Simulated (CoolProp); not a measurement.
Properties of R236EA along the isobar 60 bar.

Computed with CoolProp (reference Helmholtz-energy equation of state, Rui 2013).

```csv
T (K),phase,density (kg/m³),cv (kJ/(kg K))
328.9,liquid,1354,0.9213
337.2,liquid,1326,0.9309
345.5,liquid,1297,0.9413
353.9,liquid,1267,0.9524
362.2,liquid,1235,0.9639
370.5,liquid,1202,0.9758
378.8,liquid,1166,___
387.1,liquid,1127,1.000
395.4,liquid,___,1.013
403.7,liquid,___,1.025
412,liquid,___,___
```

### Question
Complete the blanks.

### Answer

- 378.8, cv (kJ/(kg K)): 0.9879
- 395.4, density (kg/m³): 1085
- 403.7, density (kg/m³): 1037
- 412, density (kg/m³): 982.6
- 412, cv (kJ/(kg K)): 1.039
